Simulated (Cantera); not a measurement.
## Diamond growth

A diamond (100) surface in a fixed gas of H2 with x(CH4) = 0.0043, x(H) = 0.0014, x(CH3) = 3.4e-05, 0.0158 atm; coverages are run to steady state.

Cantera simulation using the Harris–Goodwin 1993 mechanism for the reconstructed diamond (100) surface; the numbers are that mechanism's predictions, not measurements.

```json
[
 {"T (K)": "925", "growth (µm/h)": "0.181", "θ c6HH": "0.654", "θ c6H*": "0.0119", "θ c6*H": "0.307", "θ c6**": "0.00518", "θ c6HM": "0.0168"},
 {"T (K)": "975", "growth (µm/h)": "0.203", "θ c6HH": "0.612", "θ c6H*": "0.0159", "θ c6*H": "0.349", "θ c6**": "0.00764", "θ c6HM": "0.0116"},
 {"T (K)": "1025", "growth (µm/h)": "0.178", "θ c6HH": "0.573", "θ c6H*": "0.0203", "θ c6*H": "0.387", "θ c6**": "0.0107", "θ c6HM": "0.00650"},
 {"T (K)": "1075", "growth (µm/h)": "0.119", "θ c6HH": "0.536", "θ c6H*": "0.0250", "θ c6*H": "0.421", "θ c6**": "0.0143", "θ c6HM": "0.00275"},
 {"T (K)": "1125", "growth (µm/h)": "0.0728", "θ c6HH": "0.501", "θ c6H*": "0.0300", "θ c6*H": "0.449", "θ c6**": "0.0183", "θ c6HM": "0.000966"},
 {"T (K)": "1175", "growth (µm/h)": "0.0525", "θ c6HH": "0.470", "θ c6H*": "0.0350", "θ c6*H": "0.472", "θ c6**": "0.0225", "θ c6HM": "0.000322"},
 {"T (K)": "1225", "growth (µm/h)": "0.0481", "θ c6HH": "0.444", "θ c6H*": "0.0401", "θ c6*H": "0.489", "θ c6**": "0.0268", "θ c6HM": "0.000108"},
 {"T (K)": "1275", "growth (µm/h)": "0.0480", "θ c6HH": "0.422", "θ c6H*": "0.0450", "θ c6*H": "0.502", "θ c6**": "0.0308", "θ c6HM": "3.71e-5"},
 {"T (K)": "1325", "growth (µm/h)": "0.0419", "θ c6HH": "0.404", "θ c6H*": "0.0498", "θ c6*H": "0.511", "θ c6**": "0.0344", "θ c6HM": "1.27e-5"},
 {"T (K)": "1375", "growth (µm/h)": "0.0278", "θ c6HH": "0.391", "θ c6H*": "0.0544", "θ c6*H": "0.517", "θ c6**": "0.0376", "θ c6HM": "4.48e-6"}
]
```
θ: site fractions in the mechanism's names (c6HH fully hydrogenated, c6H* and c6*H radical sites, c6** diradical, c6HM methylated).
